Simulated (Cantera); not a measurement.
A freely propagating, adiabatic, planar premixed flame of H₂ : O₂ : N₂ = 1 : 0.847 : 3.19 (molar parts), equivalence ratio 0.59, unburnt at 600 K and 0.138 atm; multicomponent+Soret transport, grid criteria slope 0.08 and curve 0.16, no radiation.

Detailed kinetics in Cantera: the H2/O2 subset of GRI-Mech 3.0, which has no nitrogen chemistry. Burning velocities carry a grid error of a few per cent, more on coarse grids. Lean hydrogen flames are cellular in practice and burn faster than this planar one.

x: mole fraction of selected species; z is measured from the peak of heat release.

```csv
z (mm),T (K),u (m/s),x H₂,x O₂,x H,x H₂O,x HO₂,x H₂O₂
-17.3,600,4.01,0.199,0.168,<1e-8,<1e-8,<1e-8,<1e-8
-11.5,600,4.01,0.199,0.168,<1e-8,<1e-8,<1e-8,<1e-8
-8.65,600,4.01,0.199,0.168,<1e-8,<1e-8,<1e-8,<1e-8
-5.76,600,4.01,0.198,0.168,2.94e-7,1.69e-7,1.08e-6,<1e-8
-2.88,612,4.07,0.193,0.169,0.000282,0.000900,5.72e-5,1.16e-6
-1.44,(withheld),4.79,0.167,0.166,0.00521,0.0129,3.96e-5,1.24e-6
0,(withheld),6.72,0.0807,0.132,0.0311,0.0842,2.00e-5,9.84e-7
1.44,(withheld),8.27,0.0225,0.0900,0.0415,0.155,1.13e-5,1.17e-6
2.88,(withheld),8.99,0.0165,0.0823,0.0349,0.169,8.71e-6,8.55e-7
5.76,1562,9.75,0.0152,0.0793,0.0252,0.177,6.75e-6,4.94e-7
11.5,1695,10.5,0.0129,0.0771,0.0160,0.186,5.07e-6,2.56e-7
23.1,1817,11.1,0.00963,0.0757,0.00869,0.195,3.58e-6,1.38e-7
46.1,1917,11.7,0.00608,0.0751,0.00383,0.203,2.34e-6,8.14e-8
```

Task: Some entries are withheld; supply them.

Result: 
- -1.44, T (K): 732
- 0, T (K): 1055
- 1.44, T (K): 1308
- 2.88, T (K): 1430
